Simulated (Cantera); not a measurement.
An isothermal, constant-pressure homogeneous reactor starts with C₂H₄ : H₂ = 1 : 17 (molar parts), at 1300 K and 0.133 bar.

Computed with Cantera and GRI-Mech 3.0 (53 species, 325 reactions). GRI-Mech 3.0 was tuned for natural gas; its chemistry of ethylene as a main component is partial and can be far from experiment. GRI-Mech 3.0 stops at C3 and has no aromatics, soot or wall deposition, so with more carbon than oxygen in the feed, carbon stays in small species such as C2H2 where larger ones or solid carbon would form.

**Question.** Predict: x(C₂H₄) at 20.0 s; x(H₂) at 20.0 s; x(CH₃) at 20.0 s; x(C₂H₂) at 20.0 s.

**Answer.** 
| Quantity | Result |
|---|---|
| x(C₂H₄) at 20.0 s | 0.00893 (gas-phase equilibrium 0.00238) |
| x(H₂) at 20.0 s | 0.925 (gas-phase equilibrium 0.894) |
| x(CH₃) at 20.0 s | 6.45e-6 (gas-phase equilibrium 6.13e-6) |
| x(C₂H₂) at 20.0 s | 0.0263 (gas-phase equilibrium 0.00705) |
